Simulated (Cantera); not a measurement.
Input: 1 mol Si₃N₄, 1.4 mol CO₂, 53 mol N₂, 0.092 mol H₂O, equilibrated at 8.40 Pa.

These are equilibrium values from Cantera (NASA tables, ideal gas, pure condensed phases), not measurements of a reactor. Candidate condensed phases: C, C₆H₆, C₇H₈, C₈H₁₈, H₂O, Si, SiC, SiO₂, Si₂N₂O, Si₃N₄; 151 gas species. Mutual solubility and eutectic melting of coexisting phases are not modelled. The tables' values for SiN are old estimates; treat these amounts as uncertain. Rates play no part.

log p: log10 of the partial pressure in bar; n: condensed amount in mol.

| T (K) | log p N₂ | log p SiO | log p CO | log p Si | n C(graphite) | n SiO₂(β-quartz) | n Si₂N₂O(s) | n SiC(s) |
|---|---|---|---|---|---|---|---|---|
| 900 | -4.08 | -16.07 | -5.82 | <-16 | 0.408 | 0.267 | 1.37 | 0 |
| 1050 | -4.09 | ___ | -5.67 | <-16 | 0.00798 | 0 | 1.50 | 0 |
| 1200 | -4.09 | -9.90 | -5.67 | -15.46 | 0.00788 | 0 | 1.50 | 0 |
| 1350 | -4.09 | -7.61 | -5.67 | -11.58 | 0 | 0 | 1.49 | 0.0106 |
| 1500 | -4.10 | -5.64 | -5.89 | -8.63 | 0 | 0 | 0.449 | 0.529 |
| 1650 | -4.10 | ___ | ___ | ___ | 0 | 0 | 0 | ___ |
| 1800 | -4.11 | -5.60 | -5.80 | -5.89 | 0 | 0 | 0 | 0.277 |
| 1950 | -4.11 | -5.68 | -5.70 | -5.68 | 0 | 0 | 0 | 0 |

Some entries are withheld; supply them.


- 1050, log p SiO: -12.50
- 1650, log p SiO: -5.50
- 1650, log p CO: -6.01
- 1650, log p Si: -6.99
- 1650, n SiC(s): 0.718
